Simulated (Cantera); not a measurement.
Gas mixture: CO₂ = 0.76 (molar parts), at 760 Torr, frozen composition.

Cantera's kinetic-theory transport with the Lennard-Jones parameters of GRI-Mech 3.0, ideal gas; thermal conductivity in the mixture-averaged form.

One state of this run: ρ (kg/m³) = 0.536; cp (J/kg/K) = 1234; μ (µPa s) = 41.0; λ (mW/m/K) = 69.2; Pr = 0.731; D (cm²/s) NH₃ = 1.56; D (cm²/s) C₂H₂ = 1.09; D (cm²/s) O = 2.06. D: mixture-averaged diffusion coefficient of that species in the mixture.

Question: Which value of T (K) does it belong to?
(A) 850
(B) 1000
(C) 1150
(D) 400

Answer: B, 1000
